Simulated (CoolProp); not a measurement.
Vapour-liquid equilibrium of n-hexane (1) + m-xylene (2) at 184.85 °C; x and y are mole fractions of (1).

Computed with CoolProp (multi-fluid Helmholtz-energy mixture model, Thol 2019 and Zhou 2012; pair parameters Bell 2016).

```csv
x,bubble pressure (kPa),y at the bubble point,dew pressure at overall composition x (kPa),liquid density (mol/L)
0.05,353.1,0.176,314.0,6.622
0.2,527.4,0.510,361.6,6.488
0.35,708.9,0.683,426.5,6.333
0.5,881.1,0.786,520.0,6.155
0.65,1040,0.857,665.3,5.954
0.8,1194,0.916,910.0,5.731
0.95,1355,0.977,1284,5.489
```

No azeotrope shows between x = 0.05 and 0.95.

Pair parameters are fitted to limited data, so mixtures are less certain than the pure fluids. The gap from Raoult's law changes sign with composition, which may be real or a fault of the pair parameters; it wasn't checked against measurements.
